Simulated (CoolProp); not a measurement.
A simple Rankine cycle with CH2F2 (R32): condensing at 291.15 K, boiler at 3.39 MPa, turbine inlet 341.5 K, turbine efficiency 0.7, pump efficiency 0.6, no recuperator. Each further row changes one setting.

The numbers come from the reference Helmholtz-energy equation of state, Tillner-Roth 1997 in CoolProp.

| case | thermal efficiency (%) | net work (kJ/kg) | heat in (kJ/kg) | turbine exit temperature (K) | volume ratio over the turbine |
|---|---|---|---|---|---|
| as stated | 6.3 | 19.0 | 300 | 291.1 | 2.30 |
| turbine inlet 361.5 K | 6.8 | 22.6 | 332 | 309.7 | 2.26 |
| condensing temperature 283.15 K | 7.7 | 24.2 | 315 | 283.1 | 2.88 |
| boiler pressure 2.37 MPa | 4.3 | 14.0 | 325 | 311.7 | 1.62 |
| turbine efficiency 0.6 | 5.3 | 15.8 | 300 | 291.2 | 2.33 |

The expansion ends wet for: as stated; condensing temperature 283.15 K.
